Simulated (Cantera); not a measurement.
Feed: 1 mol Si, 1 mol HCl, at 1600 K and 10.0 Pa.

Method: chemical equilibrium by Gibbs-energy minimisation in Cantera with the NASA 1993 tables (ideal gas, pure condensed phases). Candidate condensed phases: Si; 19 gas species. The tables' values for SiCl3, SiCl are old estimates; treat these amounts as uncertain. Kinetics and transport are ignored.

Base state: H2 0.392, SiCl2 0.389, HCl 0.210, H 0.00340, SiCl3 0.00179, Cl 0.00145, SiCl 0.00108, Si 0.000975 (mole fractions); condensed: Si(s).

Question: What changes in the equilibrium state with this change: pressure from 10.0 Pa to 9.60 mbar?

Answer: 
```tsv
species	before	after
H2	0.392	0.401
SiCl2	0.389	0.372
HCl	0.210	0.208
SiCl3	0.00179	0.0163
Si	0.000975	1.02e-5
SiH2Cl2	2.44e-7	2.29e-5
SiHCl3	5.42e-6	0.000492
SiCl4	2.02e-5	0.00177
Cl	0.00145	0.000144
Si(s), mol	0.606	0.613
```

Question: What changes in the equilibrium state with this change: pressure from 10.0 Pa to 37.0 Pa?

Answer: 
```
species       before     after
----------  --------  --------
H2             0.392     0.394
SiCl2          0.389     0.389
HCl            0.210     0.211
SiCl3        0.00179   0.00343
H            0.00340   0.00177
SiHCl3       5.42e-6   2.01e-5
Si          0.000975  0.000264
Si(s), mol     0.606     0.607
```
